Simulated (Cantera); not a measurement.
Ignition delay

Mixture: 9.83 % CH4, 1.18 % H2, 12.7 % O2, 72.2 % N2, 4.13 % CO2, at 0.800 bar, adiabatic and at constant pressure. Ignition delay is the time to a rise of 400 K.

Computed with Cantera and GRI-Mech 3.0 (53 species, 325 reactions).

```json
[
 {"T0 (K)": "1275", "delay (ms)": "15.6"},
 {"T0 (K)": "1375", "delay (ms)": "5.21"},
 {"T0 (K)": "1475", "delay (ms)": "1.90"},
 {"T0 (K)": "1575", "delay (ms)": "0.780"},
 {"T0 (K)": "1675", "delay (ms)": "0.364"},
 {"T0 (K)": "1775", "delay (ms)": "0.190"},
 {"T0 (K)": "1875", "delay (ms)": "0.108"},
 {"T0 (K)": "1975", "delay (ms)": "0.0655"}
]
```

The apparent activation energy between 1775 and 1975 K is 160 kJ/mol.
